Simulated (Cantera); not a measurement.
Input (Python, Cantera):

```python
import numpy as np
import cantera as ct

gas = ct.Solution("gri30.yaml")
gas.TPX = 1798, 100000, {'CO': 1, 'H2': 1.1, 'O2': 3.39, 'N2': 12.7}
reactor = ct.IdealGasReactor(gas, energy="on", clone=False)
net = ct.ReactorNet([reactor])
net.rtol, net.atol = 1e-08, 1e-16
show = ['CO', 'H2', 'O2', 'N2O', 'O', 'NO', 'H2O2']
times = np.geomspace(1e-05, 6, 14)

steps = ct.SolutionArray(gas, extra=["t"])
rows = []
print(f"{'t/s':>10s}{'T/K':>9s}{'P/Pa':>11s}" + "".join(f"{s:>11s}" for s in show))
for t in times:
    while net.time < t:
        t_next = net.step()
        steps.append(gas.state, t=t_next)
    rows.append([np.interp(t, steps.t, y) for y in (steps.T, steps.P, *steps(*show).X.T)])
    print(f"{t:10.3e}{rows[-1][0]:9.1f}{rows[-1][1]:11.4g}" + "".join(f"{x:11.3e}" for x in rows[-1][2:]))
rate = np.gradient(steps.T, steps.t)
print("integrator steps:", len(steps.t))
if steps.T.max() > steps.T[0] + 200:
    print(f"time of steepest temperature rise: {steps.t[rate.argmax()]:.4e} s")
gas.TPX = 1798, 100000, {'CO': 1, 'H2': 1.1, 'O2': 3.39, 'N2': 12.7}
gas.equilibrate("UV")
print(f"equilibrium (UV): T = {gas.T:.1f} K  " + "  ".join(f"{s} {gas[s].X[0]:.3e}" for s in show))
```

Output:

```
       t/s      T/K       P/Pa         CO         H2         O2        N2O          O         NO       H2O2
 1.000e-05   1814.6  1.008e+05  5.089e-02  1.153e-02  1.502e-01  6.588e-08  2.151e-02  5.164e-07  5.028e-07
 2.783e-05   1982.3  1.092e+05  2.923e-02  4.636e-03  1.306e-01  3.297e-07  3.338e-02  1.545e-05  2.771e-07
 7.744e-05   2252.0  1.221e+05  1.790e-02  3.713e-03  1.286e-01  4.625e-07  2.460e-02  8.402e-05  1.423e-07
 2.155e-04   2509.6  1.339e+05  1.116e-02  1.968e-03  1.315e-01  8.208e-07  1.196e-02  4.800e-04  1.264e-07
 5.996e-04   2603.2  1.381e+05  7.542e-03  1.286e-03  1.318e-01  1.078e-06  7.512e-03  1.928e-03  2.039e-07
 1.669e-03   2599.3  1.378e+05  7.327e-03  1.253e-03  1.302e-01  1.089e-06  7.195e-03  5.503e-03  2.035e-07
 4.643e-03   2588.4  1.372e+05  7.073e-03  1.215e-03  1.270e-01  1.126e-06  6.767e-03  1.218e-02  1.975e-07
 1.292e-02   2578.4  1.366e+05  6.844e-03  1.180e-03  1.242e-01  1.188e-06  6.394e-03  1.820e-02  1.921e-07
 3.596e-02   2576.5  1.365e+05  6.802e-03  1.174e-03  1.237e-01  1.203e-06  6.325e-03  1.932e-02  1.910e-07
 1.001e-01   2576.5  1.365e+05  6.802e-03  1.174e-03  1.237e-01  1.203e-06  6.325e-03  1.933e-02  1.910e-07
 2.784e-01   2576.5  1.365e+05  6.802e-03  1.174e-03  1.237e-01  1.203e-06  6.325e-03  1.933e-02  1.910e-07
 7.748e-01   2576.5  1.365e+05  6.802e-03  1.174e-03  1.237e-01  1.203e-06  6.325e-03  1.933e-02  1.910e-07
 2.156e+00   2576.5  1.365e+05  6.802e-03  1.174e-03  1.237e-01  1.203e-06  6.325e-03  1.933e-02  1.910e-07
 6.000e+00   2576.5  1.365e+05  6.802e-03  1.174e-03  1.237e-01  1.203e-06  6.325e-03  1.933e-02  1.910e-07
integrator steps: 1219
time of steepest temperature rise: 1.0755e-05 s
equilibrium (UV): T = 2576.5 K  CO 6.802e-03  H2 1.174e-03  O2 1.237e-01  N2O 1.203e-06  O 6.325e-03  NO 1.933e-02  H2O2 1.910e-07
```

Detailed kinetics in Cantera: GRI-Mech 3.0 (53 species, 325 reactions).
